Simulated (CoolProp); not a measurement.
A Linde-Hampson liquefier for ethane: isothermal reversible compression at 320 K from 1 atm to 10 MPa, throttling to 1 atm, return gas leaving the recuperator 2 K below the feed. Each further row changes one setting.

The numbers come from the reference Helmholtz-energy equation of state, Bücker 2006 in CoolProp.

```tsv
case	liquid yield per pass	compression work (kJ/kg of gas)
as stated	___	338
high pressure 20 MPa	___	366
warm-end temperature 350 K	___	___
warm-end gap 7 K	___	338
```

Q: Complete the blanks.

A: 
- as stated, liquid yield per pass: 0.430
- high pressure 20 MPa, liquid yield per pass: 0.462
- warm-end temperature 350 K, liquid yield per pass: 0.285
- warm-end temperature 350 K, compression work (kJ/kg of gas): 395
- warm-end gap 7 K, liquid yield per pass: 0.423
